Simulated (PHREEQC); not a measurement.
A solution holds 0.14 mol/kgw Pb(NO3)2 and 0.00091 mol/kgw CaCl2, at 25 °C and 300 atm. Closed to the air; pH follows from the charge balance.

Equilibrium calculation in PHREEQC: ion-association model, phreeqc.dat.

No solid was allowed to form.

Question: What pH does the model give?

Answer: pH 4.31.

Question: In which forms is Pb present?

Answer: PbNO3+ 50 %, Pb+2 49 %, PbCl+ 0.6 % of the Pb.

Under pressure, the constants of complexes without a molar volume in the database are unreliable.
